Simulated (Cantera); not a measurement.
An isothermal, constant-pressure homogeneous reactor starts with NO : N₂ = 1 : 0.36 (molar parts), at 1573 K and 11.3 Torr. Integrator tolerance rtol = 1e-08.

Model: GRI-Mech 3.0 (53 species, 325 reactions), integrated in Cantera. Radical loss at walls, strong at low pressure, is not modelled.

Q: What does this change do: pressure from 11.3 Torr to 760 Torr?

A: 
```tsv
quantity	before	after
x(NO) at 2.00 s	0.735 (gas-phase equilibrium 0.00204)	0.688 (gas-phase equilibrium 0.00204)
x(N₂O) at 2.00 s	0.000153 (gas-phase equilibrium 1.35e-8)	0.000169 (gas-phase equilibrium 1.11e-7)
x(N₂) at 2.00 s	0.265 (gas-phase equilibrium 0.631)	0.288 (gas-phase equilibrium 0.631)
x(O₂) at 2.00 s	0.000281 (gas-phase equilibrium 0.367)	0.0227 (gas-phase equilibrium 0.367)
x(O) at 2.00 s	9.05e-6 (gas-phase equilibrium 5.20e-5)	1.77e-6 (gas-phase equilibrium 6.32e-6)
x(NO₂) at 2.00 s	3.90e-5 (gas-phase equilibrium 1.43e-6)	0.00106 (gas-phase equilibrium 1.17e-5)
```

Q: What does this change do: temperature 1573 to 2025 K?

A: 
```json
[
 {"quantity": "x(NO) at 2.00 s", "before": "0.735 (gas-phase equilibrium 0.00204)", "after": "0.602 (gas-phase equilibrium 0.00961)"},
 {"quantity": "x(N₂O) at 2.00 s", "before": "0.000153 (gas-phase equilibrium 1.35e-8)", "after": "9.91e-5 (gas-phase equilibrium 5.89e-8)"},
 {"quantity": "x(N₂) at 2.00 s", "before": "0.265 (gas-phase equilibrium 0.631)", "after": "0.330 (gas-phase equilibrium 0.626)"},
 {"quantity": "x(O₂) at 2.00 s", "before": "0.000281 (gas-phase equilibrium 0.367)", "after": "0.0650 (gas-phase equilibrium 0.360)"},
 {"quantity": "x(O) at 2.00 s", "before": "9.05e-6 (gas-phase equilibrium 5.20e-5)", "after": "0.00197 (gas-phase equilibrium 0.00399)"},
 {"quantity": "x(NO₂) at 2.00 s", "before": "3.90e-5 (gas-phase equilibrium 1.43e-6)", "after": "6.39e-5 (gas-phase equilibrium 2.55e-6)"}
]
```
